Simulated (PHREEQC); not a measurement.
Solution (25 °C): 0.0038 mol/kgw HF, 2.4e-05 mol/kgw NaF and 0.0116 mol/kgw H2SO4. Closed to the air; pH follows from the charge balance.

Equilibrium calculation in PHREEQC: ion-association model, wateq4f.dat.

No solid was allowed to form.

### Question
Predict the pH, ionic strength.

### Answer
pH 1.81; ionic strength 0.0235 mol/kgw.

### Question
In which forms is S present?

### Answer
SO4-2 50 %, HSO4- 50 % of the S.
